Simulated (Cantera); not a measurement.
A Cantera script and what it prints.

```python
import numpy as np
import cantera as ct

gas_names = """
    C CH CH2 CH3 CH2OH CH3O CH4 CH3OH CO CO2 COOH C2 C2H CHCO,ketyl C2H2,acetylene C2H2,vinylidene
    CH2CO,ketene C2H3,vinyl CH3CO,acetyl C2H4 C2H4O,ethylen CH3CHO,ethanal CH3COOH (HCOOH)2 C2H5 C2H6
    CH3OCH3 C2H5OH C2O C3 C3H3,propargyl C3H4,allene C3H4,propyne C3H4,cyclo- C3H5,allyl C3H6,propylene
    C3H6,cyclo- C3H6O C3H7,n-propyl C3H7,i-propyl C3H8 C3H8O,1propanol C3H8O,2propanol C3O2 C4 C4H2
    C4H4,1,3-cyclo- C4H6,butadiene C4H6,2-butyne C4H6,cyclo- C4H8,1-butene C4H8,cis2-buten
    C4H8,tr2-butene C4H8,isobutene C4H8,cyclo- (CH3COOH)2 C4H9,n-butyl C4H9,i-butyl C4H9,s-butyl
    C4H9,t-butyl C4H10,isobutane C4H10,n-butane C5 C5H6,1,3cyclo- C5H8,cyclo- C5H10,1-pentene
    C5H10,cyclo- C5H11,pentyl C5H11,t-pentyl C5H12,n-pentane C5H12,i-pentane CH3C(CH3)2CH3 C6H2
    C6H5,phenyl C6H5O,phenoxy C6H6 C6H5OH,phenol C6H10,cyclo- C6H12,1-hexene C6H12,cyclo- C6H13,n-hexyl
    C7H7,benzyl C7H8 C7H8O,cresol C7H14,1-heptene C7H15,n-heptyl C7H16,n-heptane C8H8,styrene
    C8H10,ethylbenz C8H16,1-octene C8H17,n-octyl C8H18,isooctane C8H18,n-octane C9H19,n-nonyl
    C10H8,naphthale C10H21,n-decyl C12H9,o-bipheny C12H10,bipheny H HCO HO2 H2 HCHO,formaldehy HCOOH H2O
    H2O2 O OH O2 O3 Ti TiO TiO2
""".split()
cond_names = """
    C(gr) C6H6(L) C7H8(L) C8H18(L),n-octa H2O(s) H2O(L) Ti(a) Ti(b) Ti(L) TiC(s) TiC(L) TiO(a) TiO(b)
    TiO(L) TiO2(ru) TiO2(L) Ti2O3(a) Ti2O3(b) Ti2O3(L) Ti3O5(a) Ti3O5(b) Ti3O5(L) Ti4O7(s) Ti4O7(L)
""".split()


def load(file, names, dense=False):
    # The tables refer to 1 bar. Condensed volumes are neglected.
    table = {s.name: s for s in ct.Species.list_from_file(file)}
    out = []
    for n in names:
        d = dict(table[n].input_data)
        d["thermo"] = dict(d["thermo"], **{"reference-pressure": 1e5})
        if dense:
            d["equation-of-state"] = {"model": "constant-volume", "density": "1e6 g/cm^3"}
        out.append(ct.Species.from_dict(d))
    return out


gas = ct.Solution(thermo="ideal-gas", species=load("nasa_gas.yaml", gas_names))
cond = {s.name: ct.Solution(thermo="fixed-stoichiometry", species=[s], name=s.name)
        for s in load("nasa_condensed.yaml", cond_names, dense=True)}
atoms = {
    'Ti': {'Ti': 1},
    'C3H8': {'C': 3, 'H': 8},
    'H2O': {'H': 2, 'O': 1},
}
top_T = {'C(gr)': 4500}  # K; cautious upper limits of use, not melting points


def equilibrate(T, P, feed):
    n = {}
    for name, mol in feed.items():
        for a, k in atoms[name].items():
            n[a] = n.get(a, 0.0) + k * mol
    gas.TPX = T, P, n
    mass = sum(n.values()) * gas.mean_molecular_weight
    gas.equilibrate("TP")
    valid = [c for c in cond.values() if c.min_temp <= T <= top_T.get(c.name, c.max_temp)]
    mix = ct.Mixture([(gas, mass / gas.mean_molecular_weight)] + [(c, 0.0) for c in valid])
    mix.T, mix.P = T, P
    mix.equilibrate("TP", solver="vcs", rtol=1e-11, max_steps=5000)
    return mix


results = []
T = 1600  # K
P = 10000  # Pa
for m in [0.21, 0.33, 0.51, 0.78, 1.2, 1.8, 2.8, 4.4, 6.7, 10, 16, 24]:
    feed = {'Ti': 1, 'C3H8': 0.9, 'H2O': m}  # mol
    mix = equilibrate(T, P, feed)
    results.append((T, P, feed, dict(zip(mix.species_names, mix.species_moles))))

top = {s: max(r[3][s] / sum(r[3][g] for g in gas_names) for r in results) for s in gas_names}
cols = sorted((s for s in top if top[s] > 1e-05), key=lambda s: -top[s])[:8]
seen = [c for c in cond_names if any(r[3].get(c, 0) > 1e-12 for r in results)]
print("log10 of partial pressures in bar; condensed amounts in mol")
print(f"{'n(H2O)':>10s}" + "".join(f"{s[:9]:>10s}" for s in cols + seen))
for T, P, feed, n in results:
    ng = sum(n[g] for g in gas_names)
    print(f"{feed['H2O']:10.4g}" + "".join(f"{np.log10(max(n[s] / ng * P / 1e5, 1e-99)):10.3f}" for s in cols)
          + "".join(f"{n.get(c, 0):10.4g}" for c in seen))
```

It prints:

```
log10 of partial pressures in bar; condensed amounts in mol
    n(H2O)        H2       H2O        CO       CO2         H       CH4 C2H2,acet     C(gr)    TiC(s)  TiO2(ru)  Ti2O3(b)  Ti3O5(b)
      0.21    -1.023    -6.364    -2.282    -8.100    -4.776    -4.834    -5.584     1.489         1         0         0         0
      0.33    -1.035    -6.205    -2.111    -7.758    -4.782    -4.857    -5.596     1.369         1         0         0         0
      0.51    -1.051    -6.067    -1.957    -7.451    -4.790    -4.889    -5.612     1.189         1         0         0         0
      0.78    -1.071    -5.950    -1.821    -7.177    -4.800    -4.930    -5.632    0.9192         1         0         0         0
       1.2    -1.097    -5.855    -1.699    -6.934    -4.813    -4.981    -5.658    0.4992         1         0         0         0
       1.8    -1.121    -4.840    -1.613    -5.809    -4.825    -5.984    -7.589         0    0.9604         0   0.01979         0
       2.8    -1.125    -4.839    -1.601    -5.792    -4.827    -5.984    -7.579         0    0.5605         0    0.2197         0
       4.4    -1.128    -3.553    -1.599    -4.501    -4.829    -7.275   -10.153         0         0         0         0    0.3333
       6.7    -1.186    -1.854    -1.713    -2.859    -4.857    -9.261   -13.952         0         0         1         0         0
        10    -1.272    -1.524    -1.855    -2.585    -4.900    -9.991   -15.154         0         0         1         0         0
        16    -1.392    -1.325    -2.059    -2.471    -4.960   -10.754   -16.320         0         0         1         0         0
        24    -1.510    -1.220    -2.267    -2.455    -5.020   -11.423   -17.301         0         0         1         0         0
```

Method: chemical equilibrium by Gibbs-energy minimisation in Cantera with the NASA 1993 tables (ideal gas, pure condensed phases). Mutual solubility and eutectic melting of coexisting phases are not modelled. TiC: taken at fixed stoichiometry. Condensed phases not in the tables: Magnéli phases beyond Ti4O7. Gases not in the tables: TiO(OH)2.
